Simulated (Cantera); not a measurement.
A perfectly stirred reactor is fed with C3H8 : H2 = 1 : 61 (molar parts), at 1.01 bar; it is held at 1575 K, and followed from long to short residence time.

Cantera simulation using GRI-Mech 3.0 (53 species, 325 reactions); the numbers are that mechanism's predictions, not measurements. GRI-Mech 3.0 was tuned for natural gas; its chemistry of propane as a main component is partial and can be far from experiment. GRI-Mech 3.0 stops at C3 and has no aromatics, soot or wall deposition, so with more carbon than oxygen in the feed, carbon stays in small species such as C2H2 where larger ones or solid carbon would form.

Q: Predict: x(C3H8) at τ = 4.10 s; x(H2) at τ = 4.10 s; x(CH4) at τ = 4.10 s; x(CH2) at τ = 4.10 s; x(C2H4) at τ = 4.10 s; x(C3H8) at τ = 77.0 ms; x(H2) at τ = 77.0 ms; x(CH4) at τ = 77.0 ms; x(CH2) at τ = 77.0 ms; x(C2H4) at τ = 77.0 ms.

A: 
```
Item                      Value
----------------------  -------
x(C3H8) at τ = 4.10 s   2.57e-7
x(H2) at τ = 4.10 s       0.961
x(CH4) at τ = 4.10 s     0.0300
x(CH2) at τ = 4.10 s    1.05e-9
x(C2H4) at τ = 4.10 s   0.00104
x(C3H8) at τ = 77.0 ms  1.04e-5
x(H2) at τ = 77.0 ms      0.966
x(CH4) at τ = 77.0 ms    0.0205
x(CH2) at τ = 77.0 ms   2.20e-9
x(C2H4) at τ = 77.0 ms  0.00186
```
